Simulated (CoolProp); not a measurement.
Vapour-liquid equilibrium of R152A (1) + n-pentane (2) at 272.7 K; x and y are mole fractions of (1).

Model: multi-fluid Helmholtz-energy mixture model, Outcalt 1996 and Thol 2019; pair parameters Bell 2016, in CoolProp.

| x | bubble pressure (MPa) | y at the bubble point | dew pressure at overall composition x (MPa) | liquid density (mol/L) |
|---|---|---|---|---|
| 0.05 | 0.07332 | 0.680 | 0.02521 | 9.118 |
| 0.125 | ___ | 0.822 | 0.02736 | 9.376 |
| 0.2 | 0.1631 | 0.866 | 0.02990 | ___ |
| 0.275 | 0.1859 | 0.887 | 0.03297 | 9.940 |
| 0.35 | 0.2002 | 0.898 | 0.03672 | 10.25 |
| 0.425 | 0.2093 | 0.905 | 0.04144 | 10.58 |
| 0.5 | 0.2155 | 0.910 | 0.04753 | 10.95 |
| 0.575 | 0.2203 | 0.914 | 0.05571 | 11.34 |
| 0.65 | 0.2251 | 0.919 | 0.06726 | 11.77 |
| 0.725 | ___ | 0.926 | 0.08476 | 12.25 |
| 0.8 | 0.2370 | 0.936 | ___ | 12.78 |
| 0.875 | 0.2447 | 0.951 | 0.1724 | 13.38 |
| 0.95 | 0.2536 | 0.976 | 0.2443 | 14.04 |

Task: What belongs in the gaps?

Result: 
- 0.125, bubble pressure (MPa): 0.1274
- 0.2, liquid density (mol/L): 9.649
- 0.725, bubble pressure (MPa): 0.2305
- 0.8, dew pressure at overall composition x (MPa): 0.1143

No azeotrope shows between x = 0.05 and 0.95.

The pair parameters rest on a limited set of measurements; away from them the model extrapolates. With so large a gap from Raoult's law the liquid may split in two, which this calculation doesn't test in full.
